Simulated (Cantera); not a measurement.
A closed system holds: 1 mol Zr, 0.21 mol NH3, 13 mol N2, equilibrated at 2002 °C and 1.00 bar.

Cantera equilibrium calculation (NASA polynomials, part measured and part estimated; ideal gas, pure solids and liquids). Candidate condensed phases: Zr, ZrN; 11 gas species. ZrN: taken at fixed stoichiometry. Equilibrium is a limit: real reactors are often held back by kinetics, nucleation or transport.

Question: What is the equilibrium state?

Answer: 
- x(N2): 0.975
- x(H2): 0.0237
- x(H): 0.00131
- n(ZrN(s)): 1.00 mol
- gas amount: 12.93 mol
- log10 activity of Zr(l) (absent): -3.59
